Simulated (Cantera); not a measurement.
Feed: 1 mol SiHCl₃, 1200 mol H₂, equilibrated at 2.80 mbar.

Equilibrium computed with Cantera from the NASA thermochemical tables; the gas is ideal and each condensed phase is pure. Candidate condensed phases: Si; 19 gas species. Gases not in the tables: Si₂H₆ and higher silanes. The numbers say what is thermodynamically allowed, not how fast it happens.

Which condensed phases are stable at each of these points (T (K)): 1125, 1225, 1325, 1425, 1525, 1625, 1725, 1825, 1925, 2025, 2125, 2225, 2325, 2425?


| T (K) | condensed phases | Si condensed (%) |
|---|---|---|
| 1125 | Si(s) | 98.4 |
| 1225 | Si(s) | 98.2 |
| 1325 | Si(s) | 98.0 |
| 1425 | Si(s) | 97.6 |
| 1525 | Si(s) | 96.4 |
| 1625 | Si(s) | 88.6 |
| 1725 | Si(l) | 47.1 |
| 1825 | gas only | 0.0 |
| 1925 | gas only | 0.0 |
| 2025 | gas only | 0.0 |
| 2125 | gas only | 0.0 |
| 2225 | gas only | 0.0 |
| 2325 | gas only | 0.0 |
| 2425 | gas only | 0.0 |

From 1125 K to 1625 K the condensed part is Si(s). At 1725 K the condensed part is Si(l). From 1825 K to 2425 K nothing is condensed.
